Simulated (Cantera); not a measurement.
A perfectly stirred reactor is fed with 11.2 % CH4, 18.7 % O2, 70.1 % N2, 0.106 % CO2, equivalence ratio 1.2, at 500000 Pa; it is adiabatic with a 575 K inlet, and is followed from long to short residence time, starting on the burning branch (τ in s: 0.073, 0.037, 0.019, 0.0096, 0.0049, 0.0025, 0.0013, 0.00064, 0.00032, 0.00016, 8.3e-05, 4.2e-05).

Cantera simulation using GRI-Mech 3.0 (53 species, 325 reactions); the numbers are that mechanism's predictions, not measurements.

One state of this run: T (K) = 2145; x CH4 = 0.00118; x O2 = 0.0109; x C2H = 2.54e-7; x CH2CO = 7.51e-6; x CH3 = 0.000652; x HCN = 5.20e-5. x: mole fraction; the columns are a selection and need not sum to one.

Q: Which value of τ (s) does it belong to?
(A) 0.00016
(B) 4.2e-5
(C) 0.00032
(D) 0.0025

A: B, 4.2e-5
